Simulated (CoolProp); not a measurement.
Carbonyl sulfide along the isobar 10 bar: fugacity coefficient from the reference equation and from simpler models built on Tc = 378.8 K, pc = 63.69 bar, ω = 0.098; each cubic takes its own stable root.

Values from CoolProp's reference Helmholtz-energy equation of state, Lemmon 2006. It is a short technical equation, of lower accuracy than the large ones.

| T (K) | phase | reference |
|---|---|---|
| 273.9 | liquid | 0.6073 |
| 300.4 | gas | 0.8936 |
| 326.9 | gas | 0.9181 |
| 353.5 | gas | 0.9356 |
| 380 | gas | 0.9484 |
| 406.5 | gas | 0.9581 |
| 433 | gas | 0.9657 |
| 459.6 | gas | 0.9716 |
| 486.1 | gas | 0.9764 |
| 512.6 | gas | 0.9803 |
| 539.1 | gas | 0.9835 |
| 565.7 | gas | 0.9861 |

Q: How far does each simpler model (van der Waals, Redlich-Kwong, Soave-Redlich-Kwong, Peng-Robinson) lie from the reference over these 12 states: mean and median of the absolute difference, and the worst?

A: 
- van der Waals: mean 4.6 %, median 0.3 %, worst +48.3 % at 273.9 K and 10 bar
- Redlich-Kwong: mean 0.9 %, median 0.2 %, worst +9.3 % at 273.9 K and 10 bar
- Soave-Redlich-Kwong: mean 0.1 %, median 0.1 %, worst +0.8 % at 273.9 K and 10 bar
- Peng-Robinson: mean 0.5 %, median 0.5 %, worst -0.7 % at 353.5 K and 10 bar

At some of these states van der Waals gives the other phase, because its saturation line lies elsewhere.
